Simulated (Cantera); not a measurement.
An isothermal, constant-pressure homogeneous reactor starts with 100 % N2O, at 1123 K and 225 Torr.

Computed with Cantera and GRI-Mech 3.0 (53 species, 325 reactions). GRI-Mech 3.0 was tuned for natural gas; its chemistry of N2O as a main component is partial and can be far from experiment. The mechanism lacks the step 2 NO + O2 → 2 NO2, which can matter for NO2 below about 1400 K. The temperature is held fixed by assumption; the heat of reaction is taken as removed at once.

x: mole fraction; the columns are a selection and need not sum to one.

```csv
t (s),x N2O,x NO,x N2,x NO2,x O,x O2
0.000500,1.000,1.37e-6,1.79e-5,8.83e-12,4.97e-7,8.34e-6
0.00152,1.000,4.31e-6,5.51e-5,8.72e-11,4.97e-7,2.62e-5
0.00460,1.000,1.32e-5,0.000168,8.16e-10,4.97e-7,8.05e-5
0.0140,0.999,[?],[?],[?],4.97e-7,[?]
0.0423,0.998,0.000122,0.00155,6.39e-8,4.97e-7,0.000744
0.128,0.993,0.000369,0.00468,4.89e-7,4.97e-7,0.00225
0.389,0.978,0.00111,0.0141,2.84e-6,4.96e-7,0.00675
1.18,0.936,0.00325,0.0414,1.12e-5,4.92e-7,0.0199
3.58,0.821,0.00896,0.115,3.39e-5,4.82e-7,0.0551
10.9,0.572,0.0211,0.275,8.31e-5,4.50e-7,0.132
33.0,[?],[?],[?],[?],[?],[?]
100,0.0343,0.0419,0.623,0.000189,1.12e-7,0.301
```

Q: Complete the blanks.

A: 
- 0.0140, x NO: 4.03e-5
- 0.0140, x N2: 0.000511
- 0.0140, x NO2: 7.40e-9
- 0.0140, x O2: 0.000245
- 33.0, x N2O: 0.233
- 33.0, x NO: 0.0362
- 33.0, x N2: 0.493
- 33.0, x NO2: 0.000147
- 33.0, x O: 3.45e-7
- 33.0, x O2: 0.238
